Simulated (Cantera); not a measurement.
Feed: 1 mol B, 4.9 mol H2O, at 1198 K and 5.00 mbar.

These are equilibrium values from Cantera (NASA tables, ideal gas, pure condensed phases), not measurements of a reactor. Candidate condensed phases: B, B2O3, B3O3H3, H2O; 23 gas species. Gases not in the tables: H3BO3. The numbers say what is thermodynamically allowed, not how fast it happens.

Base state: H2O 0.685, H2 0.305, HBO2 0.00946, (HBO2)3 0.000472 (mole fractions); condensed: B2O3(l).

Problem. What changes in the equilibrium state with this change: temperature from 1198 K to 2198 K?

Solution. 
| species | before | after |
|---|---|---|
| H2O | 0.685 | 0.516 |
| H2 | 0.305 | 0.258 |
| HBO2 | 0.00946 | 0.159 |
| OH | 2.64e-8 | 0.0111 |
| H | 1.48e-6 | 0.0400 |
| BO2 | <1e-9 | 0.00413 |
| BO | <1e-9 | 0.00156 |
| O | <1e-9 | 0.00120 |
| O2 | <1e-9 | 0.00101 |
| (HBO2)3 | 0.000472 | <1e-9 |
| B2O3(l), mol | 0.473 | 0 |

Problem. What changes in the equilibrium state with this change: temperature from 1198 K to 1150 K?

Solution. 
```csv
species,before,after
H2O,0.685,0.689
H2,0.305,0.305
HBO2,0.00946,0.00463
(HBO2)3,0.000472,0.000574
"B2O3(l), mol",0.473,0.484
```
